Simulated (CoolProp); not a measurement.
Computed with CoolProp (reference Helmholtz-energy equation of state, Aleksandrov 2011). It is a short technical equation, of lower accuracy than the large ones.

**Question.** Give the vapour pressure (bar), vapour density (kg/m³), surface tension (mN/m) of saturated n-undecane at 422.1, 437, 452 K.

**Answer.** 
| T (K) | p (bar) | vapour density (kg/m³) | surface tension (mN/m) |
|---|---|---|---|
| 422.1 | 0.274 | 1.25 | 13.3 |
| 437 | 0.431 | 1.93 | 12.1 |
| 452 | 0.656 | 2.88 | 11.0 |

Surface tension comes from a separate correlation (Mulero 2014).
